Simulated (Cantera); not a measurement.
Input: 1 mol MgO, 0.71 mol C, 0.012 mol CO, at 2550 K and 0.000840 bar.

Equilibrium computed with Cantera from the NASA thermochemical tables; the gas is ideal and each condensed phase is pure. Candidate condensed phases: C, Mg, MgCO3, MgO; 15 gas species. Rates play no part.

What is the equilibrium state?


| Property | Result |
|---|---|
| x(Mg) | 0.518 |
| x(CO) | 0.349 |
| x(O) | 0.0844 |
| x(CO2) | 0.0280 |
| x(O2) | 0.0176 |
| x(MgO) | 0.00370 |
| gas amount | 1.917 mol |
| log10 activity of Mg(l) (absent) | -5.53 |
| log10 activity of C(graphite) (absent) | -7.91 |
